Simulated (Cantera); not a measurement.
## Tantalum, niobium, vanadium and zirconium in process gases: V + O2 + H2

Input: 1 mol V, 0.98 mol O2, 82 mol H2, held at 4.00 bar.

Cantera equilibrium calculation (NASA polynomials, part measured and part estimated; ideal gas, pure solids and liquids). Candidate condensed phases: H2O, V, VO, V2O3, V2O4, V2O5; 12 gas species. Mutual solubility and eutectic melting of coexisting phases are not modelled. VO: taken at fixed stoichiometry. Condensed phases not in the tables: the oxides between V2O3 and V2O5 other than VO2. The numbers say what is thermodynamically allowed, not how fast it happens.

| T (K) | x H2 | x H2O | x H | x OH | x VO2 | n V2O3(s) | n VO(s) |
|---|---|---|---|---|---|---|---|
| 948 | 0.994 | 0.00561 | 2.61e-10 | <1e-12 | <1e-12 | 0.500 | 0 |
| 1023 | 0.994 | 0.00561 | 2.06e-9 | <1e-12 | <1e-12 | 0.500 | 0 |
| 1098 | 0.994 | 0.00561 | 1.23e-8 | <1e-12 | <1e-12 | 0.500 | 0 |
| 1173 | 0.994 | 0.00561 | 5.88e-8 | 2.29e-12 | <1e-12 | 0.500 | 0 |
| 1248 | 0.994 | 0.00561 | 2.33e-7 | 1.34e-11 | <1e-12 | 0.500 | 0 |
| 1323 | 0.994 | 0.00561 | 7.91e-7 | 6.45e-11 | <1e-12 | 0.500 | 0 |
| 1398 | 0.994 | 0.00561 | 2.36e-6 | 2.62e-10 | 7.38e-12 | 0.500 | 0 |
| 1473 | 0.994 | 0.00561 | 6.31e-6 | 9.26e-10 | 5.97e-11 | 0.500 | 0 |
| 1548 | 0.994 | 0.00561 | 1.54e-5 | 2.89e-9 | 3.91e-10 | 0.500 | 0 |
| 1623 | 0.993 | 0.00682 | 3.44e-5 | 9.90e-9 | 2.36e-9 | 0.401 | 0.198 |
x: gas mole fraction; n: condensed amount in mol.

From 948 K to 1548 K the condensed part is V2O3(s). At 1623 K the condensed part is VO(s) + V2O3(s).
